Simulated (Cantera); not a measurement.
What does this Cantera script print?

```python
import numpy as np
import cantera as ct

gas_names = [...]  # 110 gases of nasa_gas.yaml made of C, F, H
cond_names = """
    C(gr) C6H6(L) C7H8(L) C8H18(L),n-octa
""".split()


# ... load() reads the species with a 1 bar reference pressure and builds the phases ...
atoms = {
    'CH2F2': {'C': 1, 'H': 2, 'F': 2},
    'F2': {'F': 2},
    'H2': {'H': 2},
}
top_T = {'C(gr)': 4500}  # K; cautious upper limits of use, not melting points


# ... equilibrate(T, P, feed) seeds the gas with the atoms and calls Mixture.equilibrate('TP', solver="vcs", rtol=1e-11, max_steps=5000) ...
results = []
feed = {'CH2F2': 1, 'F2': 0.32, 'H2': 0.11}  # mol
P = 360  # Pa
for T in [2500, 2750, 3000, 3250, 3500, 3750, 4000, 4250, 4500, 4750, 5000]:
    mix = equilibrate(T, P, feed)
    results.append((T, P, feed, dict(zip(mix.species_names, mix.species_moles))))

top = {s: max(r[3][s] / sum(r[3][g] for g in gas_names) for r in results) for s in gas_names}
cols = sorted((s for s in top if top[s] > 1e-06), key=lambda s: -top[s])[:8]
seen = [c for c in cond_names if any(r[3].get(c, 0) > 1e-12 for r in results)]
print("log10 of partial pressures in bar; condensed amounts in mol")
print(f"{'T/K':>10s}" + "".join(f"{s[:9]:>10s}" for s in cols + seen))
for T, P, feed, n in results:
    ng = sum(n[g] for g in gas_names)
    print(f"{T:10.4g}" + "".join(f"{np.log10(max(n[s] / ng * P / 1e5, 1e-99)):10.3f}" for s in cols)
          + "".join(f"{n.get(c, 0):10.4g}" for c in seen))
```

Result:

```
log10 of partial pressures in bar; condensed amounts in mol
       T/K        HF         F         H         C        C3        CF        C2       CF2     C(gr)
      2500    -2.518    -3.294    -5.103    -6.779    -6.304    -4.780    -7.339    -4.532    0.9651
      2750    -2.545    -3.229    -4.069    -5.423    -4.773    -4.413    -5.787    -5.094    0.9201
      3000    -2.705    -3.113    -3.403    -4.311    -3.553    -4.066    -4.530    -5.461         0
      3250    -2.973    -2.928    -3.059    -3.782    -3.761    -4.098    -4.293    -6.010         0
      3500    -3.424    -2.834    -2.918    -3.423    -4.222    -4.285    -4.277    -6.704         0
      3750    -3.952    -2.804    -2.881    -3.265    -5.082    -4.654    -4.570    -7.565         0
      4000    -4.454    -2.795    -2.870    -3.226    -6.134    -5.094    -5.025    -8.452         0
      4250    -4.909    -2.792    -2.867    -3.216    -7.138    -5.512    -5.477    -9.269         0
      4500    -5.318    -2.791    -2.866    -3.214    -8.047    -5.893    -5.891   -10.006         0
      4750    -5.685    -2.790    -2.866    -3.213    -8.866    -6.236    -6.264   -10.668         0
      5000    -6.017    -2.790    -2.866    -3.213    -9.605    -6.547    -6.602   -11.266         0
```

Equilibrium computed with Cantera from the NASA thermochemical tables; the gas is ideal and each condensed phase is pure.
